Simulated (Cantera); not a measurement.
An adiabatic, constant-pressure homogeneous reactor starts with 12.3 % CH₃OH, 18.4 % O₂, 69.3 % N₂, equivalence ratio 1.0, at 1475 K and 3.50 bar.

Detailed kinetics in Cantera: GRI-Mech 3.0 (53 species, 325 reactions). GRI-Mech 3.0 was tuned for natural gas; its chemistry of methanol as a main component is partial and can be far from experiment.

One state of this run: T (K) = 1478; x CH₃OH = 0.120; x O₂ = 0.183; x H = 7.90e-7; x C₂H₆ = 1.58e-7; x CO₂ = 2.54e-5; x H₂ = 0.000836. x: mole fraction; the columns are a selection and need not sum to one.

Task: Which value of t (s) does it belong to?
A) 0.0761
B) 1.55
C) 0.344
D) 4.06e-5

Result: D, 4.06e-5
